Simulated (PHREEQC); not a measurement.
Make-up at 25 °C: 0.0013 mol/kgw HNO3, 0.0056 mol/kgw Al(NO3)3 and 0.00092 mol/kgw CuSO4. Closed to the air; pH follows from the charge balance.

Model: ion-association model, wateq4f.dat, run in PHREEQC.

```yaml
pH: 2.94
ionic_strength: 0.0346 mol/kgw
total_alkalinity: -1.30 meq/kg
```

```
species    molality  activity   log γ
---------  --------  --------  ------
NO3-         0.0181    0.0150  -0.080
Al+3        0.00493   0.00139  -0.551
H+          0.00131   0.00113  -0.061
Cu+2       0.000908  0.000479  -0.278
AlSO4+     0.000644  0.000543  -0.074
SO4-2      0.000242  0.000124  -0.292
AlOH+2      2.34e-5   1.21e-5  -0.285
HSO4-       1.62e-5   1.37e-5  -0.074
CuSO4       1.20e-5   1.21e-5   0.003
Al(SO4)2-   2.52e-6   2.12e-6  -0.074
AlHSO4+2    1.09e-7   5.47e-8  -0.299
Al(OH)2+    9.86e-8   8.37e-8  -0.071
```

No solid was allowed to form. Species that the database lacks are ignored.
